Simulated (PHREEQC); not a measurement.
Synthetic water in mmol/kgw, 25 °C, pH 7.43, pe 9.4:

```
constituent                mmol/kgw
-------------------------  --------
Na                             57.6
K                              4.98
Ca                             6.39
Mg                             10.5
Cl                               95
S(6)                          0.307
Alkalinity (meq/kgw)          0.246
O(0) (counted as O atoms)     0.234
Sr                           0.0364
Si                           0.0127
```

Valence states are taken as typed.

The numbers come from PHREEQC with the ion-association model, wateq4f.dat.

No solid was allowed to form.

### Question
Order these C species by the share of C that they hold, largest first: CO2, NaHCO3, CaHCO3+, MgHCO3+, HCO3-.

### Answer
HCO3- (85 %), CO2 (5.4 %), MgHCO3+ (4.2 %), CaHCO3+ (2.6 %), NaHCO3 (1.6 %)

### Question
Order these S species by the share of S that they hold, largest first: MgSO4, CaSO4, NaSO4-, SO4-2, KSO4-.

### Answer
SO4-2 (62 %), MgSO4 (21 %), CaSO4 (10 %), NaSO4- (6.3 %), KSO4- (0.75 %)

The pH is 7.43 and the ionic strength 0.113 mol/kgw. Species that the database lacks are ignored.
